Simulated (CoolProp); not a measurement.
cis-2-butene along the isobar 3.08 MPa: fugacity coefficient from the reference equation and from simpler models built on Tc = 162.6 °C, pc = 4.236 MPa, ω = 0.202; each cubic takes its own stable root.

Computed with CoolProp (reference Helmholtz-energy equation of state, Lemmon 2005). It is a short technical equation, of lower accuracy than the large ones.

```csv
T (°C),phase,reference
38.85,liquid,0.1075
49.05,liquid,0.1400
59.15,liquid,0.1781
69.25,liquid,0.2223
79.35,liquid,0.2726
89.55,liquid,0.3295
99.65,liquid,0.3917
109.75,liquid,0.4592
119.85,liquid,0.5314
130.05,liquid,0.6081
140.15,liquid,0.6864
150.25,gas,0.7265
```

Problem. How far does each simpler model (van der Waals, Redlich-Kwong, Peng-Robinson) lie from the reference over these 12 states: mean and median of the absolute difference, and the worst?

Solution. 
- van der Waals: mean 68.3 %, median 54.6 %, worst +177.7 % at 38.85 °C and 3.08 MPa
- Redlich-Kwong: mean 17.8 %, median 16.9 %, worst +36.5 % at 38.85 °C and 3.08 MPa
- Peng-Robinson: mean 0.4 %, median 0.2 %, worst -1.6 % at 150.25 °C and 3.08 MPa

At some of these states van der Waals, Redlich-Kwong gives the other phase, because its saturation line lies elsewhere.
